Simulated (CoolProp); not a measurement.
A Linde-Hampson liquefier for normal hydrogen: isothermal reversible compression at 290 K from 1 atm to 20 MPa, throttling to 1 atm, return gas leaving the recuperator 2 K below the feed. Each further row changes one setting.

Values from CoolProp's reference Helmholtz-energy equation of state, Leachman 2009.

| case | compression work (kJ/kg of gas) |
|---|---|
| as stated | 6470 |
| high pressure 40 MPa | 7450 |
| warm-end temperature 320 K | 7130 |
| warm-end gap 7 K | 6470 |
